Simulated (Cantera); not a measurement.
A Cantera script and what it prints.

```python
import numpy as np
import cantera as ct

gas_names = """
    Cr CrO CrO2 CrO3 H HO2 H2 H2O H2O2 O OH O2 O3
""".split()
cond_names = """
    Cr(cr) Cr(L) Cr2O3(s) Cr2O3(L) H2O(s) H2O(L)
""".split()


# ... load() reads the species with a 1 bar reference pressure and builds the phases ...
atoms = {
    'Cr2O3': {'Cr': 2, 'O': 3},
    'H2': {'H': 2},
}
top_T = {}  # K; cautious upper limits of use, not melting points


# ... equilibrate(T, P, feed) seeds the gas with the atoms and calls Mixture.equilibrate('TP', solver="vcs", rtol=1e-11, max_steps=5000) ...
results = []
feed = {'Cr2O3': 1, 'H2': 24}  # mol
T = 2148  # K
P = 120000  # Pa
mix = equilibrate(T, P, feed)
results.append((T, P, feed, dict(zip(mix.species_names, mix.species_moles))))
print(gas.report(threshold=1e-05))
for i in range(1, mix.n_phases):
    print(f"{mix.phase(i).name:16s} {mix.phase_moles(i):12.5e} mol")
```

It prints:

```
       temperature   2148 K
          pressure   1.2e+05 Pa
           density   0.017655 kg/m^3
  mean mol. weight   2.6275 kg/kmol
   phase of matter   gas

                          1 kg             1 kmol
                     ---------------   ---------------
          enthalpy           2.1e+07        5.5178e+07  J
   internal energy        1.4203e+07        3.7318e+07  J
           entropy             73335        1.9269e+05  J/K
    Gibbs function       -1.3652e+08       -3.5872e+08  J
 heat capacity c_p             13330             35025  J/K
 heat capacity c_v             10166             26711  J/K

                      mass frac. Y      mole frac. X     chem. pot. / RT
                     ---------------   ---------------   ---------------
                Cr          0.086999         0.0043963           -6.7622
               CrO         0.0022588        8.7287e-05           -32.064
                 H         0.0014356         0.0037422           -9.7806
                H2           0.74226           0.96741           -19.561
               H2O           0.16694          0.024349           -44.862
                OH        7.8483e-05        1.2125e-05           -35.082
     [   +7 minor]        2.4369e-05         7.893e-07

Cr(L)             2.85383e-01 mol
Cr2O3(s)          8.03152e-01 mol
```

Method: chemical equilibrium by Gibbs-energy minimisation in Cantera with the NASA 1993 tables (ideal gas, pure condensed phases). Mutual solubility and eutectic melting of coexisting phases are not modelled.
